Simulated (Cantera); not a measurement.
## Equilibrium for iron carbonyl, mercury and lead vapours: Pb + H2 + CO2

A closed system holds: 1 mol Pb, 0.09 mol H2, 0.18 mol CO2, at 1.00 bar.

Cantera equilibrium calculation (NASA polynomials, part measured and part estimated; ideal gas, pure solids and liquids). Candidate condensed phases: C, C6H6, C7H8, C8H18, H2O, Pb, PbO, PbO2, Pb3O4; 113 gas species. The numbers say what is thermodynamically allowed, not how fast it happens.

```csv
T (K),x CO2,x CO,x H2O,x H2,x CH4,x Pb,x PbO,x Pb2,n C(graphite),n Pb(l)
775,0.599,0.0513,0.230,0.0994,0.0202,2.49e-8,<1e-12,<1e-12,0.0168,1.00
825,0.554,0.111,0.186,0.133,0.0160,1.43e-7,<1e-12,<1e-12,0.00554,1.00
875,0.505,0.164,0.175,0.150,0.00567,6.74e-7,<1e-12,<1e-12,0,1.00
925,0.482,0.185,0.187,0.145,0.00102,2.67e-6,2.91e-12,2.49e-12,0,1.000
975,0.468,0.198,0.199,0.134,0.000183,9.17e-6,2.58e-11,1.97e-11,0,1.000
1025,0.457,0.209,0.209,0.124,3.72e-5,2.78e-5,1.86e-10,1.26e-10,0,1.000
1075,0.448,0.219,0.219,0.115,8.60e-6,7.59e-5,1.12e-9,6.76e-10,0,1.000
1125,0.440,0.227,0.227,0.106,2.24e-6,0.000189,5.73e-9,3.11e-9,0,1.000
1175,0.432,0.234,0.234,0.0991,6.46e-7,0.000435,2.56e-8,1.25e-8,0,1.000
1225,0.426,0.240,0.240,0.0926,2.05e-7,0.000935,1.01e-7,4.47e-8,0,1.000
1275,0.419,0.246,0.246,0.0867,7.05e-8,0.00189,3.57e-7,1.44e-7,0,0.999
1325,0.414,0.251,0.251,0.0815,2.62e-8,0.00360,1.15e-6,4.24e-7,0,0.999
1375,0.408,0.254,0.254,0.0767,1.04e-8,0.00656,3.38e-6,1.15e-6,0,0.998
```
x: gas mole fraction; n: condensed amount in mol.

From 775 K to 825 K the condensed part is C(graphite) + Pb(l). From 875 K to 1375 K the condensed part is Pb(l). The main Pb-bearing gas is Pb throughout.
